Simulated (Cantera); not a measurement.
Input: 1 mol Si, 2.2 mol HCl, 5.4 mol H2, at 452 °C and 2400000 Pa.

Method: chemical equilibrium by Gibbs-energy minimisation in Cantera with the NASA 1993 tables (ideal gas, pure condensed phases). Candidate condensed phases: Si; 19 gas species. Equilibrium is a limit: real reactors are often held back by kinetics, nucleation or transport.

Base state: H2 0.902, SiHCl3 0.0583, SiCl4 0.0319, SiH2Cl2 0.00740, SiH3Cl 0.000206, HCl 0.000153 (mole fractions); condensed: Si(s).

Question: What changes in the equilibrium state with this change: temperature from 452 °C to 950 °C?

Answer: 
```csv
species,before,after
H2,0.902,0.889
SiHCl3,0.0583,0.0481
SiCl4,0.0319,0.0315
HCl,0.000153,0.0180
SiCl2,2.03e-8,0.000888
SiCl3,1.63e-6,0.00187
SiH4,2.73e-6,1.29e-5
"Si(s), mol",0.323,0.354
```
The tables' values for SiCl3 are old estimates; treat these amounts as uncertain. Gases not in the tables: Si2H6 and higher silanes.
